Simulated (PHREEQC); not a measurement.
Make-up at 25 °C: 0.28 mol/kgw Cs2SO4. Closed to the air; pH follows from the charge balance.

The numbers come from PHREEQC with the ion-association model, wateq4f.dat.

Precipitation was switched off in this run.

**Question.** What activity of water does the model give?

**Answer.** activity of water 0.986.

Ionic strength above about 0.7 mol/kgw puts this run outside the model's range.
